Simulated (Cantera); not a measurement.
Cantera run:

```python
import numpy as np
import cantera as ct

gas_names = """
    CL CL2 H HCL H2 Si SiCL SiCL2 SiCL3 SiCL4 SiH SiHCL3 SiH2 SiH2CL2 SiH3 SiH3CL SiH4 Si2 Si3
""".split()
cond_names = """
    Si(cr) Si(L)
""".split()


# ... load() reads the species with a 1 bar reference pressure and builds the phases ...
atoms = {
    'SiH4': {'Si': 1, 'H': 4},
    'HCl': {'H': 1, 'CL': 1},
    'H2': {'H': 2},
}
top_T = {}  # K; cautious upper limits of use, not melting points


# ... equilibrate(T, P, feed) seeds the gas with the atoms and calls Mixture.equilibrate('TP', solver="vcs", rtol=1e-11, max_steps=5000) ...
results = []
feed = {'SiH4': 1, 'HCl': 0.21, 'H2': 130}  # mol
P = 97000  # Pa
for T in [1025, 1100, 1175, 1250, 1325, 1400, 1475, 1550, 1625, 1700, 1775, 1850, 1925, 2000]:
    mix = equilibrate(T, P, feed)
    results.append((T, P, feed, dict(zip(mix.species_names, mix.species_moles))))

top = {s: max(r[3][s] / sum(r[3][g] for g in gas_names) for r in results) for s in gas_names}
cols = sorted((s for s in top if top[s] > 1e-06), key=lambda s: -top[s])[:9]
seen = [c for c in cond_names if any(r[3].get(c, 0) > 1e-12 for r in results)]
print("log10 of partial pressures in bar; condensed amounts in mol")
print(f"{'T/K':>10s}" + "".join(f"{s[:9]:>10s}" for s in cols + seen))
for T, P, feed, n in results:
    ng = sum(n[g] for g in gas_names)
    print(f"{T:10.4g}" + "".join(f"{np.log10(max(n[s] / ng * P / 1e5, 1e-99)):10.3f}" for s in cols)
          + "".join(f"{n.get(c, 0):10.4g}" for c in seen))
```

Output:

```
log10 of partial pressures in bar; condensed amounts in mol
       T/K        H2         H       HCL      SiH2        Si    SiHCL3   SiH2CL2       SiH     SiCL2    Si(cr)     Si(L)
      1025    -0.014    -8.368    -2.880    -9.734   -15.181    -4.382    -4.537   -13.443    -5.495    0.9882         0
      1100    -0.014    -7.594    -2.834    -8.895   -13.626    -4.985    -4.918   -12.154    -5.345    0.9955         0
      1175    -0.014    -6.919    -2.822    -8.163   -12.271    -5.595    -5.307   -11.031    -5.271    0.9978         0
      1250    -0.014    -6.323    -2.818    -7.518   -11.081    -6.152    -5.662   -10.045    -5.222    0.9984         0
      1325    -0.014    -5.793    -2.817    -6.947   -10.025    -6.650    -5.981    -9.172    -5.183    0.9986         0
      1400    -0.014    -5.320    -2.817    -6.438    -9.085    -7.096    -6.266    -8.393    -5.150    0.9986         0
      1475    -0.014    -4.894    -2.817    -5.981    -8.240    -7.496    -6.521    -7.695    -5.122    0.9985         0
      1550    -0.014    -4.509    -2.817    -5.568    -7.479    -7.857    -6.752    -7.066    -5.098    0.9983         0
      1625    -0.014    -4.158    -2.817    -5.194    -6.788    -8.185    -6.961    -6.496    -5.076    0.9977         0
      1700    -0.014    -3.839    -2.817    -4.862    -6.168    -8.492    -7.160    -5.986    -5.067         0    0.9965
      1775    -0.014    -3.545    -2.817    -4.616    -5.659    -8.827    -7.398    -5.577    -5.114         0    0.9947
      1850    -0.014    -3.276    -2.817    -4.389    -5.191    -9.136    -7.616    -5.201    -5.159         0    0.9914
      1925    -0.014    -3.027    -2.817    -4.181    -4.759    -9.420    -7.817    -4.856    -5.201         0    0.9855
      2000    -0.015    -2.796    -2.817    -3.989    -4.361    -9.683    -8.003    -4.537    -5.240         0    0.9747
```

Cantera equilibrium calculation (NASA polynomials, part measured and part estimated; ideal gas, pure solids and liquids). Gases not in the tables: Si2H6 and higher silanes.
